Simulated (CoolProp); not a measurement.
Ethane at 427.35 K and 15 MPa is throttled through a valve to 9.58 MPa with no heat exchange. Each further row changes one setting.

The numbers come from the reference Helmholtz-energy equation of state, Bücker 2006 in CoolProp.

```csv
case,temperature change (K),final phase,final density (kg/m³)
as stated,-18.5,supercritical,113
outlet pressure 2.87 MPa,-54.8,gas,31.3
outlet pressure 12.5 MPa,-7.4,supercritical,146
```
